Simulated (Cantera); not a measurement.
An adiabatic, constant-pressure homogeneous reactor starts with CH₄ : O₂ : N₂ = 1 : 5.13 : 42.1 (molar parts), equivalence ratio 0.39, at 1023 K and 3.10 bar. Integrator tolerance rtol = 1e-08.

Detailed kinetics in Cantera: GRI-Mech 3.0 (53 species, 325 reactions).

What does this change do: pressure from 3.10 bar to 0.210 bar?


| quantity | before | after |
|---|---|---|
| time of steepest temperature rise | 0.285 s | not reached |
| temperature at 0.400 s | 1498 K | 1023 K |
| equilibrium temperature | 1496 K | 1496 K |
| x(CH₄) at 0.400 s | <1e-12 (gas-phase equilibrium <1e-12) | 0.0207 (gas-phase equilibrium <1e-12) |
| x(O₂) at 0.400 s | 0.0649 (gas-phase equilibrium 0.0645) | 0.106 (gas-phase equilibrium 0.0645) |
| x(N₂O) at 0.400 s | 8.10e-8 (gas-phase equilibrium 8.02e-8) | 1.10e-12 (gas-phase equilibrium 2.09e-8) |
| x(OH) at 0.400 s | 2.79e-5 (gas-phase equilibrium 2.75e-5) | 2.79e-10 (gas-phase equilibrium 5.38e-5) |
| x(H) at 0.400 s | 4.08e-9 (gas-phase equilibrium 3.95e-9) | 8.85e-11 (gas-phase equilibrium 2.97e-8) |
| x(NO) at 0.400 s | 3.49e-7 (gas-phase equilibrium 0.000705) | <1e-12 (gas-phase equilibrium 0.000704) |
| x(NO₂) at 0.400 s | 1.84e-9 (gas-phase equilibrium 3.71e-6) | <1e-12 (gas-phase equilibrium 9.66e-7) |

What does this change do: pressure from 3.10 bar to 1.01 bar?


```tsv
quantity	before	after
time of steepest temperature rise	0.285 s	not reached
temperature at 0.400 s	1498 K	1023 K
equilibrium temperature	1496 K	1496 K
x(CH₄) at 0.400 s	<1e-12 (gas-phase equilibrium <1e-12)	0.0207 (gas-phase equilibrium <1e-12)
x(O₂) at 0.400 s	0.0649 (gas-phase equilibrium 0.0645)	0.106 (gas-phase equilibrium 0.0645)
x(N₂O) at 0.400 s	8.10e-8 (gas-phase equilibrium 8.02e-8)	2.83e-11 (gas-phase equilibrium 4.58e-8)
x(OH) at 0.400 s	2.79e-5 (gas-phase equilibrium 2.75e-5)	8.04e-10 (gas-phase equilibrium 3.63e-5)
x(H) at 0.400 s	4.08e-9 (gas-phase equilibrium 3.95e-9)	4.04e-10 (gas-phase equilibrium 9.14e-9)
x(NO) at 0.400 s	3.49e-7 (gas-phase equilibrium 0.000705)	<1e-12 (gas-phase equilibrium 0.000705)
x(NO₂) at 0.400 s	1.84e-9 (gas-phase equilibrium 3.71e-6)	<1e-12 (gas-phase equilibrium 2.12e-6)
```
